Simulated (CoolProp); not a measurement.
A single-stage vapour-compression cycle with R13: evaporating at 207.15 K (dew point), condensing at 229.15 K (bubble point), superheat 0 K, subcooling 8 K, compressor efficiency 0.7, no pressure losses. Each further row changes one setting.

Values from CoolProp's reference Helmholtz-energy equation of state, Platzer 1990. This equation is an older, rougher fit; its heat capacities, sound speeds and derivatives of the liquid may be far off and weren't checked against measurements.

```
case                              cooling COP  pressure ratio  discharge temperature (K)  refrigerating effect (kJ/kg)  volumetric capacity (kJ/m³)
--------------------------------  -----------  --------------  -------------------------  ----------------------------  ---------------------------
as stated                                6.27            2.43                      248.7                           128                         1810
evaporating temperature 212.15 K         8.48             [?]                        [?]                           130                         2250
condensing temperature 224.15 K           [?]            2.02                      239.9                           133                         1870
subcooling 13 K                          6.50            2.43                      248.7                           133                         1870
superheat 10 K                           6.17            2.43                      259.5                           134                          [?]
compressor efficiency 0.6                 [?]            2.43                      254.0                           128                         1810
```

Fill in the missing entries.


- evaporating temperature 212.15 K, pressure ratio: 1.95
- evaporating temperature 212.15 K, discharge temperature (K): 243.7
- condensing temperature 224.15 K, cooling COP: 8.30
- superheat 10 K, volumetric capacity (kJ/m³): 1780
- compressor efficiency 0.6, cooling COP: 5.37
